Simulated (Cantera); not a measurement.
Predominance diagram of Mg at 1600 K against the partial pressures of O₂ and SO₂ (log10, bar). Source: NASA polynomial tables (part measured, part estimated), evaluated in Cantera. Candidates: Mg(l), MgO(s), MgS(s), MgSO₄(l). Only these pure phases compete in this equilibrium. 

Problem. Which phase is stable at these pairs, and which metal-bearing vapour leads over it? (-7.7, 0); (-7.7, -12); (-9.4, -3); (-0.9, -1.5); (-4.3, 0); (-2.6, -4.5); (-6.9, -7.5)

Solution. 
```csv
log p(O₂),log p(SO₂),phase,chief vapour,log p (bar)
-7.7,0,MgO(s),MgS,-9.1
-7.7,-12,MgO(s),Mg,-9.3
-9.4,-3,MgO(s),Mg,-8.4
-0.9,-1.5,MgO(s),MgO,-12.0
-4.3,0,MgO(s),Mg,-11.0
-2.6,-4.5,MgO(s),Mg,-11.8
-6.9,-7.5,MgO(s),Mg,-9.7
```
